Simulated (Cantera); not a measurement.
# Equilibrium for chemical vapour transport: TiO2 + H2O + O2 + Cl2

Charge: 1 mol TiO2, 0.068 mol H2O, 0.39 mol O2, 0.095 mol Cl2, equilibrated at 0.0340 bar.

These are equilibrium values from Cantera (NASA tables, ideal gas, pure condensed phases), not measurements of a reactor. Candidate condensed phases: H2O, Ti, TiCl2, TiCl3, TiCl4, TiO, TiO2, Ti2O3, Ti3O5, Ti4O7; 23 gas species. Condensed phases not in the tables: TiOCl. Rates play no part.

```
T (K)   x O2   x HCl   x Cl2    x H2O      x Cl  n TiO2(rutile)
-----  -----  ------  ------  -------  --------  --------------
700    0.712  0.0914   0.122   0.0744   1.25e-6            1.00
750    0.714   0.112   0.111   0.0634   4.90e-6            1.00
800    0.715   0.131   0.100   0.0532   1.61e-5            1.00
850    0.716   0.148  0.0913   0.0443   4.58e-5            1.00
900    0.717   0.162  0.0835   0.0367  0.000116            1.00
950    0.718   0.174  0.0769   0.0304  0.000266            1.00
1000   0.719   0.184  0.0714   0.0251  0.000563            1.00
1050   0.719   0.192  0.0668   0.0209   0.00111            1.00
1100   0.719   0.199  0.0627   0.0174   0.00206            1.00
1150   0.719   0.204  0.0591   0.0147   0.00362            1.00
1200   0.718   0.207  0.0556   0.0125   0.00604            1.00
1250   0.717   0.210  0.0520   0.0108   0.00965            1.00
1300   0.716   0.212  0.0480  0.00952    0.0147            1.00
1350   0.713   0.213  0.0435  0.00862    0.0216            1.00
```
x: gas mole fraction; n: condensed amount in mol.

From 700 K to 1350 K the condensed part is TiO2(rutile).
